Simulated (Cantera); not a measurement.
HI + H2O + H2 (abatement and gas-phase synthesis)

Charge: 1 mol HI, 0.11 mol H2O, 15 mol H2, at 0.450 bar.

Method: chemical equilibrium by Gibbs-energy minimisation in Cantera with the NASA 1993 tables (ideal gas, pure condensed phases). Candidate condensed phases: H2O, I2; 25 gas species. Ions and electrons are included (thermal ionisation). The numbers say what is thermodynamically allowed, not how fast it happens.

| T (K) | x H | x H2 | x I | x HI |
|---|---|---|---|---|
| 2500 | 0.0355 | 0.899 | 0.0522 | 0.00710 |
| 3000 | 0.202 | 0.738 | 0.0511 | 0.00313 |
| 3500 | 0.555 | 0.397 | 0.0423 | 0.00114 |
| 4000 | 0.837 | 0.124 | 0.0345 | 0.000354 |
| 4500 | 0.932 | 0.0327 | 0.0318 | 0.000123 |
| 5000 | 0.955 | 0.00993 | 0.0312 | 5.18e-5 |
x: gas mole fraction; nothing condenses.

From 2500 K to 5000 K nothing is condensed.
